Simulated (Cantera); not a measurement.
Stirred combustor or abatement burner

A perfectly stirred reactor is fed with 2.78 % C2H6, 20.3 % O2, 76.3 % N2, 0.613 % H2O, equivalence ratio 0.48, at 23000 Pa; it is adiabatic with a 375 K inlet, and is followed from long to short residence time, starting on the burning branch (τ in s: 0.039, 0.021, 0.012, 0.0066, 0.0037, 0.002, 0.0011, 0.00062, 0.00034, 0.00019, 0.00011, 5.9e-05, 3.3e-05).

Computed with Cantera and GRI-Mech 3.0 (53 species, 325 reactions).

```tsv
τ (s)	T (K)	x C2H6	x O2	x N2O	x CH4	x HO2	x C2H4
0.039	1485	8.85e-6	0.104	1.64e-7	3.61e-7	6.19e-6	8.46e-6
0.021	1472	1.36e-5	0.105	1.42e-7	6.35e-7	8.07e-6	9.65e-6
0.012	1455	2.06e-5	0.105	1.24e-7	1.13e-6	1.02e-5	1.09e-5
0.0066	1431	3.37e-5	0.106	1.05e-7	2.33e-6	1.34e-5	1.31e-5
0.0037	1399	5.96e-5	0.108	8.56e-8	5.42e-6	1.85e-5	1.75e-5
0.0020	1342	0.000148	0.112	5.65e-8	2.05e-5	3.25e-5	3.79e-5
0.0011	375	0.0278	0.203	<1e-12	<1e-12	<1e-12	<1e-12
0.00062	375	0.0278	0.203	<1e-12	<1e-12	<1e-12	<1e-12
0.00034	375	0.0278	0.203	<1e-12	<1e-12	<1e-12	<1e-12
0.00019	375	0.0278	0.203	<1e-12	<1e-12	<1e-12	<1e-12
0.00011	375	0.0278	0.203	<1e-12	<1e-12	<1e-12	<1e-12
5.9e-5	375	0.0278	0.203	<1e-12	<1e-12	<1e-12	<1e-12
3.3e-5	375	0.0278	0.203	<1e-12	<1e-12	<1e-12	<1e-12
```
x: mole fraction; the columns are a selection and need not sum to one.
